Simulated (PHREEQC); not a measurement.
Dissolve 0.036 mol ZnSO4 per kg of water at 25 °C. Closed to the air; pH follows from the charge balance.

The numbers come from PHREEQC with the ion-association model, phreeqc.dat.

| Quantity | Value |
|---|---|
| pH | 5.63 |
| ionic strength | 0.0812 mol/kgw |
| density | 1.003 g/cm³ |

```tsv
species	molality	activity	log γ
Zn+2	0.0203	0.00815	-0.396
SO4-2	0.0182	0.00727	-0.399
ZnSO4	0.0136	0.0139	0.008
Zn(SO4)2-2	0.00207	0.000820	-0.403
ZnOH+	4.83e-6	3.83e-6	-0.101
H+	2.80e-6	2.33e-6	-0.079
HSO4-	2.08e-6	1.65e-6	-0.101
Zn(OH)2	1.85e-8	1.89e-8	0.008
OH-	5.58e-9	4.34e-9	-0.109
```

No solid was allowed to form.
